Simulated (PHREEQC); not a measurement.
AlCl3 is added in steps, without added water, to 1 kg of water holding 0.058 mol ZnCl2, 0.0024 mol NaOH and 0.008 mol H2SO4, at 25 °C. O2 is buffered at 0.21 atm. CO2 from the air is kept out. The run lets Boehmite, Zn(OH)2-e, Zn4(OH)6SO4, Zn5(OH)8Cl2, Basaluminite, Halite, Mirabilite, Goslarite precipitate or redissolve, and no other solid.

Base run: PHREEQC, ion-association model, wateq4f.dat. Each further column changes one thing. The table gives ZnSO4 (mol/kgw).

| AlCl3 added (mol) | base | Debye-Hückel limiting law | all activity coefficients set to 1 | database phreeqc.dat |
|---|---|---|---|---|
| 0 | 0.00356 | 0.00126 | 0.00638 | 0.00342 |
| 0.023 | 0.00138 | 0.000408 | 0.00110 | 0.00128 |
| 0.05175 | 0.000706 | 0.000125 | 0.000390 | 0.000635 |
| 0.07475 | 0.000486 | 5.46e-5 | 0.000228 | 0.000431 |
| 0.1035 | 0.000335 | 2.15e-5 | 0.000135 | 0.000294 |
| 0.1265 | 0.000261 | 1.09e-5 | 9.43e-5 | 0.000227 |
| 0.1552 | 0.000198 | 4.94e-6 | 6.33e-5 | 0.000171 |
| 0.1782 | 0.000162 | 2.74e-6 | 4.74e-5 | 0.000139 |
| 0.207 | 0.000128 | 1.37e-6 | 3.38e-5 | 0.000110 |
| 0.23 | 0.000107 | 8.08e-7 | 2.62e-5 | 9.18e-5 |

The ionic strength passes 0.7 mol/kgw, the rough limit of the ion-association models, in part of: base; Debye-Hückel limiting law; all activity coefficients set to 1; database phreeqc.dat. phreeqc.dat and wateq4f.dat share most of their constants, so their agreement is no independent check. Solids allowed in the column 'database phreeqc.dat': Al(OH)3(a), Halite, Zn(OH)2(e).
